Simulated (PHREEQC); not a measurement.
1 kg of water holding 15 mmol/kgw KCl, 0.28 mmol/kgw CaSO4, 140 mmol/kgw NaBr and 45 mmol/kgw MgBr2 is evaporated at 25 °C; the solids stay in contact with the brine. No CO2 enters from the air. Solids allowed: Arcanite, Bischofite, Bloedite, Brucite, Carnallite, Epsomite, Glaserite, Glauberite, Gypsum, Anhydrite, Halite, Hexahydrite, Kainite, Kieserite, Leonite, Mirabilite, Misenite, Polyhalite, Portlandite, Schoenite, Sylvite, Syngenite, Thenardite, MgCl2_4H2O. Others were left out.

All values are PHREEQC results (Pitzer model, pitzer.dat), not measurements.

| water left (kg) | ionic strength | water activity | Na in solution (mol/kgw) | Cl in solution (mol/kgw) | K in solution (mol/kgw) |
|---|---|---|---|---|---|
| 1 | 0.291 | 0.993 | 0.140 | 0.0150 | 0.0150 |
| 0.8219 | 0.354 | 0.991 | 0.170 | 0.0183 | 0.0183 |
| 0.6755 | 0.431 | 0.989 | 0.207 | 0.0222 | 0.0222 |
| 0.5552 | 0.524 | … | 0.252 | 0.0270 | 0.0270 |
| 0.4563 | 0.638 | 0.984 | 0.307 | 0.0329 | 0.0329 |
| 0.375 | 0.776 | 0.980 | 0.373 | 0.0400 | 0.0400 |
| 0.3082 | 0.944 | 0.976 | 0.454 | 0.0487 | 0.0487 |
| 0.2533 | 1.15 | … | 0.553 | 0.0592 | 0.0592 |
| 0.2082 | 1.40 | … | 0.672 | 0.0720 | 0.0720 |
| 0.1711 | 1.70 | 0.953 | 0.818 | 0.0876 | 0.0876 |
| 0.1407 | 2.07 | 0.942 | 0.995 | 0.107 | 0.107 |
| 0.1156 | 2.52 | 0.927 | 1.21 | 0.130 | 0.130 |
| 0.09502 | 3.06 | 0.907 | 1.47 | 0.158 | 0.158 |
| 0.07809 | 3.73 | 0.881 | 1.79 | 0.192 | 0.192 |
| 0.06418 | 4.54 | 0.847 | 2.18 | 0.234 | 0.234 |

### Question
Some entries are withheld; supply them.

### Answer

- 0.5552, water activity: 0.987
- 0.2533, water activity: 0.970
- 0.2082, water activity: 0.963

Complexes and solids missing from the database can't appear.
